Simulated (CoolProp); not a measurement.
Vapour-liquid equilibrium of R13 (1) + propylene (2) at 0.902 MPa; x and y are mole fractions of (1).

Computed with CoolProp (multi-fluid Helmholtz-energy mixture model, Platzer 1990 and Lemmon 2013; pair parameters Bell 2016). This equation is an older, rougher fit; its heat capacities, sound speeds and derivatives of the liquid may be far off and weren't checked against measurements.

Task: Give the bubble temperature and the first vapour's composition at x = 0.2, 0.5, 0.95. Is there an azeotrope?

Result: x = 0.2: 269.6 K, y = 0.481; x = 0.5: 256.1 K, y = 0.747; x = 0.95: 246.2 K, y = 0.971. No azeotrope shows between x = 0.05 and 0.95.

Pair parameters are fitted to limited data, so mixtures are less certain than the pure fluids.
